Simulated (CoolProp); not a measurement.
Propyne along the isotherm 11.05 °C: fugacity coefficient from the reference equation and from simpler models built on Tc = 129.6 °C, pc = 5.658 MPa, ω = 0.204; each cubic takes its own stable root.

Computed with CoolProp (reference Helmholtz-energy equation of state, Polt 1992). This equation is an older, rougher fit; its heat capacities, sound speeds and derivatives of the liquid may be far off and weren't checked against measurements.

```json
[
 {"p (MPa)": "0.177", "phase": "gas", "reference": "0.9657", "van der Waals": "0.9791", "Redlich-Kwong": "0.9719", "Soave-Redlich-Kwong": "0.9698", "Peng-Robinson": "0.9683"},
 {"p (MPa)": "0.354", "phase": "gas", "reference": "0.9307", "van der Waals": "0.9581", "Redlich-Kwong": "0.9440", "Soave-Redlich-Kwong": "0.9397", "Peng-Robinson": "0.9368"},
 {"p (MPa)": "0.53", "phase": "liquid", "reference": "0.6691", "van der Waals": "0.9373", "Redlich-Kwong": "0.9159", "Soave-Redlich-Kwong": "0.6762", "Peng-Robinson": "0.6712"},
 {"p (MPa)": "0.707", "phase": "liquid", "reference": "0.5040", "van der Waals": "0.9163", "Redlich-Kwong": "0.6903", "Soave-Redlich-Kwong": "0.5096", "Peng-Robinson": "0.5055"},
 {"p (MPa)": "0.884", "phase": "liquid", "reference": "0.4050", "van der Waals": "0.8953", "Redlich-Kwong": "0.5550", "Soave-Redlich-Kwong": "0.4097", "Peng-Robinson": "0.4061"},
 {"p (MPa)": "1.06", "phase": "liquid", "reference": "0.3393", "van der Waals": "0.8743", "Redlich-Kwong": "0.4654", "Soave-Redlich-Kwong": "0.3434", "Peng-Robinson": "0.3403"},
 {"p (MPa)": "1.24", "phase": "liquid", "reference": "0.2915", "van der Waals": "0.8216", "Redlich-Kwong": "0.4000", "Soave-Redlich-Kwong": "0.2952", "Peng-Robinson": "0.2922"},
 {"p (MPa)": "1.41", "phase": "liquid", "reference": "0.2575", "van der Waals": "0.7279", "Redlich-Kwong": "0.3536", "Soave-Redlich-Kwong": "0.2609", "Peng-Robinson": "0.2581"},
 {"p (MPa)": "1.59", "phase": "liquid", "reference": "0.2294", "van der Waals": "0.6507", "Redlich-Kwong": "0.3153", "Soave-Redlich-Kwong": "0.2326", "Peng-Robinson": "0.2300"},
 {"p (MPa)": "1.77", "phase": "liquid", "reference": "0.2071", "van der Waals": "0.5891", "Redlich-Kwong": "0.2848", "Soave-Redlich-Kwong": "0.2100", "Peng-Robinson": "0.2076"},
 {"p (MPa)": "1.94", "phase": "liquid", "reference": "0.1898", "van der Waals": "0.5415", "Redlich-Kwong": "0.2611", "Soave-Redlich-Kwong": "0.1926", "Peng-Robinson": "0.1902"},
 {"p (MPa)": "2.12", "phase": "liquid", "reference": "0.1745", "van der Waals": "0.4995", "Redlich-Kwong": "0.2403", "Soave-Redlich-Kwong": "0.1772", "Peng-Robinson": "0.1749"},
 {"p (MPa)": "2.3", "phase": "liquid", "reference": "0.1616", "van der Waals": "0.4640", "Redlich-Kwong": "0.2227", "Soave-Redlich-Kwong": "0.1642", "Peng-Robinson": "0.1619"},
 {"p (MPa)": "2.48", "phase": "liquid", "reference": "0.1506", "van der Waals": "0.4337", "Redlich-Kwong": "0.2076", "Soave-Redlich-Kwong": "0.1531", "Peng-Robinson": "0.1509"},
 {"p (MPa)": "2.65", "phase": "liquid", "reference": "0.1416", "van der Waals": "0.4089", "Redlich-Kwong": "0.1953", "Soave-Redlich-Kwong": "0.1439", "Peng-Robinson": "0.1418"},
 {"p (MPa)": "2.83", "phase": "liquid", "reference": "0.1332", "van der Waals": "0.3859", "Redlich-Kwong": "0.1839", "Soave-Redlich-Kwong": "0.1355", "Peng-Robinson": "0.1334"}
]
```

At some of these states van der Waals gives the other phase, because its saturation line lies elsewhere.
